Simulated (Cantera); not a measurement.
An isothermal, constant-pressure homogeneous reactor starts with CO : O₂ : H₂O : N₂ = 0.0054 : 0.095 : 0.034 : 1 (molar parts), equivalence ratio 0.028, at 1373 K and 2.90 bar.

Model: GRI-Mech 3.0 (53 species, 325 reactions), integrated in Cantera.

One state of this run: x CO = 0.00182; x O₂ = 0.0823; x H₂O = 0.0299; x N₂O = 4.06e-7; x NO = 1.14e-8. x: mole fraction; the columns are a selection and need not sum to one.

### Question
Which value of t (s) does it belong to?
A) 0.545
B) 7.00
C) 0.000921
D) 1.95

### Answer
C, 0.000921
